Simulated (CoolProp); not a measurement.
Vapour-liquid equilibrium of n-heptane (1) + p-xylene (2) at 471.8 K; x and y are mole fractions of (1).

Model: multi-fluid Helmholtz-energy mixture model, Span 2003 and Zhou 2012; pair parameters Bell 2016, in CoolProp.

Task: Give the bubble pressure and the first vapour's composition at x = 0.25, 0.75, 0.85. Is there an azeotrope?

Result: x = 0.25: 0.5607 MPa, y = 0.425; x = 0.75: 0.8278 MPa, y = 0.843; x = 0.85: 0.8794 MPa, y = 0.907. No azeotrope shows between x = 0.05 and 0.95.

Pair parameters are fitted to limited data, so mixtures are less certain than the pure fluids.
